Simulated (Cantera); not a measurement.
Feed: 1 mol CO2, 2.5 mol O2, held at 2425 K and 1.00 Torr.

Method: chemical equilibrium by Gibbs-energy minimisation in Cantera with the NASA 1993 tables (ideal gas, pure condensed phases). Candidate condensed phases: C; 12 gas species. Equilibrium is a limit: real reactors are often held back by kinetics, nucleation or transport.

Base state: O2 0.557, O 0.202, CO2 0.127, CO 0.114 (mole fractions); condensed: gas only.

Question: What changes in the equilibrium state with this change: pressure from 1.00 Torr to 0.428 Torr?

Answer: 
| species | before | after |
|---|---|---|
| O2 | 0.557 | 0.486 |
| O | 0.202 | 0.289 |
| CO | 0.114 | 0.134 |
| CO2 | 0.127 | 0.0912 |
